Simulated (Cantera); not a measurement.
## borazine + H2O + H2 (boron, boron nitride and boron oxide)

Input: 1 mol borazine, 0.68 mol H2O, 39 mol H2, held at 10.0 Torr.

These are equilibrium values from Cantera (NASA tables, ideal gas, pure condensed phases), not measurements of a reactor. Candidate condensed phases: B, BN, B2O3, B3O3H3, H2O; 39 gas species. The feed counts by its element totals alone. Mutual solubility and eutectic melting of coexisting phases are not modelled. The tables' values for BH2 are old estimates; treat these amounts as uncertain. Equilibrium is a limit: real reactors are often held back by kinetics, nucleation or transport.

At 1925 K the condensed part is BN(s). From 2000 K to 2075 K the condensed part is B(s) + BN(s). From 2150 K to 2300 K the condensed part is B(s). At 2375 K the condensed part is B(l). The main B-bearing gas is HBO at 1925 K and BO at 2375 K. The share of B in condensed phases is highest at 1925 K (77.1 %) and lowest at 2375 K (70.1 %).

```tsv
T (K)	log p H2	log p H	log p N2	log p HBO	log p BO	log p BH2	n BN(s)	n B(s)	n B(l)
1925	-1.89	-3.96	-3.98	-3.77	-4.65	-5.64	2.31	0	0
2000	-1.89	-3.73	-3.93	-3.79	-4.47	-5.22	2.23	0.0711	0
2075	-1.90	-3.53	-3.46	-3.84	-4.33	-5.05	0.676	1.61	0
2150	-1.91	-3.33	-3.36	-3.89	-4.20	-4.90	0	2.27	0
2225	-1.92	-3.15	-3.36	-3.95	-4.10	-4.75	0	2.24	0
2300	-1.93	-2.98	-3.37	-4.03	-4.02	-4.62	0	2.19	0
2375	-1.95	-2.83	-3.38	-4.11	-3.96	-4.51	0	0	2.10
```
log p: log10 of the partial pressure in bar; n: condensed amount in mol.
